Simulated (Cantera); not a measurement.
Input (Python, Cantera) and output of one run.

```python
import numpy as np
import cantera as ct

gas_names = [...]  # 45 gases of nasa_gas.yaml made of Al, Cl, H, N, O
cond_names = """
    AL(cr) AL(L) ALCL3(s) ALCL3(L) ALN(s) AL2O3(a) AL2O3(L) H2O(s) H2O(L) NH4CL(a) NH4CL(b)
""".split()


# ... load() reads the species with a 1 bar reference pressure and builds the phases ...
atoms = {
    'AlCl3': {'AL': 1, 'CL': 3},
    'H2O': {'H': 2, 'O': 1},
    'N2': {'N': 2},
}
top_T = {'ALN(s)': 2750}  # K; cautious upper limits of use, not melting points


# ... equilibrate(T, P, feed) seeds the gas with the atoms and calls Mixture.equilibrate('TP', solver="vcs", rtol=1e-11, max_steps=5000) ...
results = []
feed = {'AlCl3': 1, 'H2O': 0.73, 'N2': 4.2}  # mol
T = 600  # K
P = 13332.2  # Pa
mix = equilibrate(T, P, feed)
results.append((T, P, feed, dict(zip(mix.species_names, mix.species_moles))))
print(gas.report(threshold=1e-05))
for i in range(1, mix.n_phases):
    print(f"{mix.phase(i).name:16s} {mix.phase_moles(i):12.5e} mol")
```

Result:

```
       temperature   600 K
          pressure   13332 Pa
           density   0.10735 kg/m^3
  mean mol. weight   40.167 kg/kmol
   phase of matter   gas

                          1 kg             1 kmol
                     ---------------   ---------------
          enthalpy       -1.6665e+06        -6.694e+07  J
   internal energy       -1.7907e+06       -7.1929e+07  J
           entropy            6226.1        2.5008e+05  J/K
    Gibbs function       -5.4022e+06       -2.1699e+08  J
 heat capacity c_p            894.21             35918  J/K
 heat capacity c_v            687.21             27603  J/K

                      mass frac. Y      mole frac. X     chem. pot. / RT
                     ---------------   ---------------   ---------------
             ALCL3          0.046475          0.014001           -163.07
            AL2CL6            0.2395          0.036076           -326.14
               HCL           0.22241           0.24503           -45.093
                N2           0.49162           0.70489           -26.101
     [  +41 minor]        1.4167e-09        1.6764e-09

AL(cr)            0.00000e+00 mol
ALCL3(L)          0.00000e+00 mol
ALN(s)            0.00000e+00 mol
AL2O3(a)          2.43333e-01 mol
H2O(L)            0.00000e+00 mol
NH4CL(b)          0.00000e+00 mol
```

These are equilibrium values from Cantera (NASA tables, ideal gas, pure condensed phases), not measurements of a reactor. Condensed phases not in the tables: AlOCl.
